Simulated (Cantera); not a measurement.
A perfectly stirred reactor is fed with 14.2 % CO, 7.54 % H2, 13.3 % O2, 58.3 % N2, 6.68 % H2O, equivalence ratio 0.82, at 5100 Torr; it is adiabatic with a 400 K inlet, and is followed from long to short residence time, starting on the burning branch (τ in s: 0.024, 0.0091, 0.0035, 0.0014, 0.00052, 0.0002, 7.7e-05, 3e-05, 1.1e-05, 4.4e-06).

Detailed kinetics in Cantera: GRI-Mech 3.0 (53 species, 325 reactions). The hydrogen kinetics of GRI-Mech 3.0 are dated; newer H2 mechanisms differ, most at raised pressure.

Task: Predict: blow-out, bracketed by the residence times tried; x(CO) at τ = 24.0 ms; x(H2) at τ = 24.0 ms; x(O2) at τ = 24.0 ms; x(NO) at τ = 24.0 ms; x(O) at τ = 24.0 ms; x(CO) at τ = 0.200 ms; x(H2) at τ = 0.200 ms; x(O2) at τ = 0.200 ms; x(NO) at τ = 0.200 ms; x(O) at τ = 0.200 ms.

Result: 
```json
{
  "blow_out_bracketed_by_the_residence_times_tried": "burning at 30.0 µs, out at 11.0 µs",
  "x(CO) at τ = 24.0 ms": "0.00166",
  "x(H2) at τ = 24.0 ms": "0.000310",
  "x(O2) at τ = 24.0 ms": "0.0272",
  "x(NO) at τ = 24.0 ms": "0.000223",
  "x(O) at τ = 24.0 ms": "0.000111",
  "x(CO) at τ = 0.200 ms": "0.0181",
  "x(H2) at τ = 0.200 ms": "0.00289",
  "x(O2) at τ = 0.200 ms": "0.0355",
  "x(NO) at τ = 0.200 ms": "2.43e-5",
  "x(O) at τ = 0.200 ms": "0.00112"
}
```
